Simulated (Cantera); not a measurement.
Cantera run, input and output.

```python
import numpy as np
import cantera as ct

gas = ct.Solution("gri30.yaml")
gas.TPX = 448, 71000, {'CH4': 1, 'H2': 0.54, 'O2': 4.28, 'N2': 16.1}
inlet = ct.Reservoir(gas, clone=True)
gas.equilibrate("HP")  # start burning
reactor = ct.IdealGasConstPressureReactor(gas, energy="on", clone=False)
exhaust = ct.Reservoir(gas, clone=True)
tau = [0.11, 0.045, 0.019, 0.0077, 0.0032, 0.0013, 0.00055, 0.00023, 9.6e-05, 4e-05, 1.6e-05, 6.8e-06][0]
for a, b in ((inlet, reactor), (reactor, exhaust)):
    ct.MassFlowController(a, b, mdot=lambda t: reactor.mass / tau)
net = ct.ReactorNet([reactor])
show = ['CH4', 'H2', 'O2', 'HO2', 'CH2O', 'OH', 'CH2CO']

rows = []
print(f"{'tau/s':>10s}{'T/K':>9s}" + "".join(f"{s:>11s}" for s in show))
for tau in [0.11, 0.045, 0.019, 0.0077, 0.0032, 0.0013, 0.00055, 0.00023, 9.6e-05, 4e-05, 1.6e-05, 6.8e-06]:
    net.initial_time = 0.0
    net.advance(30 * tau)
    before = gas.X
    net.advance(40 * tau)
    drift = np.max(np.abs(gas.X - before) / (gas.X + 1e-9))
    rows.append([gas.T, *gas[show].X, drift])
    print(f"{tau:10.3e}{gas.T:9.1f}" + "".join(f"{x:11.3e}" for x in gas[show].X))
```

Result:

```
     tau/s      T/K        CH4         H2         O2        HO2       CH2O         OH      CH2CO
 1.100e-01   1670.1  1.219e-05  1.170e-04  9.266e-02  1.986e-06  1.187e-06  1.083e-03  8.984e-10
 4.500e-02   1664.9  2.132e-05  2.090e-04  9.268e-02  3.361e-06  2.197e-06  1.425e-03  1.868e-09
 1.900e-02   1656.5  3.658e-05  3.636e-04  9.275e-02  5.530e-06  3.945e-06  1.836e-03  3.623e-09
 7.700e-03   1642.0  6.509e-05  6.390e-04  9.297e-02  9.091e-06  7.214e-06  2.346e-03  7.139e-09
 3.200e-03   1618.8  1.172e-04  1.079e-03  9.350e-02  1.425e-05  1.293e-05  2.871e-03  1.425e-08
 1.300e-03   1580.1  2.286e-04  1.788e-03  9.474e-02  2.191e-05  2.401e-05  3.319e-03  3.227e-08
 5.500e-04   1521.0  4.978e-04  2.858e-03  9.752e-02  3.322e-05  4.684e-05  3.436e-03  8.937e-08
 2.300e-04   1402.8  1.857e-03  5.625e-03  1.067e-01  6.437e-05  1.326e-04  2.501e-03  6.434e-07
 9.600e-05    448.0  4.562e-02  2.464e-02  1.953e-01 -3.835e-18 -1.807e-17 -2.166e-24 -9.488e-20
 4.000e-05    448.0  4.562e-02  2.464e-02  1.953e-01 -8.626e-22 -4.067e-21 -4.320e-28 -2.136e-23
 1.600e-05    448.0  4.562e-02  2.464e-02  1.953e-01 -5.430e-23 -2.569e-22 -2.674e-29 -1.349e-24
 6.800e-06    448.0  4.562e-02  2.464e-02  1.953e-01 -3.354e-24 -1.623e-23 -1.545e-30 -8.521e-26
```

Computed with Cantera and GRI-Mech 3.0 (53 species, 325 reactions).
